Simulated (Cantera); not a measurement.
A Cantera script and what it prints.

```python
import numpy as np
import cantera as ct

gas_names = [...]  # 95 gases of nasa_gas.yaml made of C, F, H
cond_names = """
    C(gr) C6H6(L) C7H8(L) C8H18(L),n-octa
""".split()


# ... load() reads the species with a 1 bar reference pressure and builds the phases ...
atoms = {
    'CH2F2': {'C': 1, 'H': 2, 'F': 2},
    'CH4': {'C': 1, 'H': 4},
}
top_T = {'C(gr)': 4500}  # K; cautious upper limits of use, not melting points


# ... equilibrate(T, P, feed) seeds the gas with the atoms and calls Mixture.equilibrate('TP', solver="vcs", rtol=1e-11, max_steps=5000) ...
results = []
feed = {'CH2F2': 1, 'CH4': 1.5}  # mol
P = 2.7  # Pa
for T in [2425, 2475, 2525, 2575, 2625, 2675, 2725, 2775]:
    mix = equilibrate(T, P, feed)
    results.append((T, P, feed, dict(zip(mix.species_names, mix.species_moles))))

top = {s: max(r[3][s] / sum(r[3][g] for g in gas_names) for r in results) for s in gas_names}
cols = sorted((s for s in top if top[s] > 1e-05), key=lambda s: -top[s])[:9]
seen = [c for c in cond_names if any(r[3].get(c, 0) > 1e-12 for r in results)]
print("log10 of partial pressures in bar; condensed amounts in mol")
print(f"{'T/K':>10s}" + "".join(f"{s[:9]:>10s}" for s in cols + seen))
for T, P, feed, n in results:
    ng = sum(n[g] for g in gas_names)
    print(f"{T:10.4g}" + "".join(f"{np.log10(max(n[s] / ng * P / 1e5, 1e-99)):10.3f}" for s in cols)
          + "".join(f"{n.get(c, 0):10.4g}" for c in seen))
```

It prints:

```
log10 of partial pressures in bar; condensed amounts in mol
       T/K         H        HF         F        C3         C        H2        C2        CF       C2H     C(gr)
      2425    -4.727    -5.173    -6.707    -6.827    -7.240    -5.960    -7.868    -8.297    -8.050     2.334
      2475    -4.720    -5.195    -6.479    -6.474    -6.930    -6.144    -7.512    -7.999    -7.899     2.131
      2525    -4.721    -5.229    -6.265    -6.136    -6.631    -6.337    -7.170    -7.718    -7.762     1.684
      2575    -4.733    -5.286    -6.071    -5.812    -6.344    -6.546    -6.841    -7.460    -7.643    0.6891
      2625    -4.741    -5.353    -5.901    -5.708    -6.138    -6.739    -6.664    -7.298    -7.663         0
      2675    -4.739    -5.426    -5.756    -5.754    -5.987    -6.904    -6.591    -7.209    -7.768         0
      2725    -4.738    -5.522    -5.640    -5.815    -5.848    -7.066    -6.531    -7.153    -7.883         0
      2775    -4.738    -5.640    -5.552    -5.896    -5.721    -7.226    -6.489    -7.130    -8.010         0
```

Cantera equilibrium calculation (NASA polynomials, part measured and part estimated; ideal gas, pure solids and liquids).
